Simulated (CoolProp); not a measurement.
Vapour-liquid equilibrium of acetone (1) + methanol (2) at 308 K; x and y are mole fractions of (1).

Computed with CoolProp (multi-fluid Helmholtz-energy mixture model, Lemmon 2006 and de Reuck 1993; pair parameters Bell 2016).

```csv
x,bubble pressure (MPa),y at the bubble point,dew pressure at overall composition x (MPa),liquid density (mol/L)
0.05,0.03076,0.136,0.02884,?
0.15,0.03524,0.311,0.03108,21.74
0.25,0.03844,0.424,0.03358,20.30
0.35,0.04082,0.508,0.03632,19.02
0.45,?,0.579,0.03919,17.88
0.55,?,0.645,0.04195,?
0.65,0.04525,?,0.04423,15.93
0.75,0.04606,0.780,?,15.09
0.85,0.04650,?,0.04648,14.33
0.95,0.04648,0.947,0.04647,13.64
```

### Question
Some entries are withheld; supply them.

### Answer

- 0.05, liquid density (mol/L): 23.36
- 0.45, bubble pressure (MPa): 0.04267
- 0.55, bubble pressure (MPa): 0.04413
- 0.55, liquid density (mol/L): 16.85
- 0.65, y at the bubble point: 0.710
- 0.75, dew pressure at overall composition x (MPa): 0.04577
- 0.85, y at the bubble point: 0.857

y crosses x between x = 0.85 and 0.95: the model has an azeotrope there.

The pair parameters rest on a limited set of measurements; away from them the model extrapolates.
